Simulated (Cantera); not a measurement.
**Ammonia decomposition in nitride growth gas**

A perfectly stirred reactor is fed with 2.17 % NH₃, 97.8 % N₂, at 30000 Pa; it is held at 2000 K, and followed from long to short residence time.

Detailed kinetics in Cantera: the gas-phase N/H chemistry of the illustrative SiF4/NH3 mechanism in the Surface Chemkin manual (1991). Walls and surfaces, which speed up NH3 decomposition in real reactors, are not modelled.

```csv
τ (s),x NH₃,x NH₂,x N₂,x H,x N₂H₂
3.1,0.000838,1.14e-5,0.969,0.000143,2.97e-9
1.1,0.00217,2.26e-5,0.969,0.000103,8.96e-9
0.40,0.00486,4.11e-5,0.970,7.23e-5,2.34e-8
0.14,0.00944,6.93e-5,0.973,4.60e-5,5.28e-8
0.052,0.0144,0.000102,0.975,2.67e-5,9.02e-8
0.019,0.0183,0.000137,0.977,1.38e-5,1.22e-7
0.0067,0.0204,0.000166,0.978,6.18e-6,1.27e-7
```
x: mole fraction; the columns are a selection and need not sum to one.
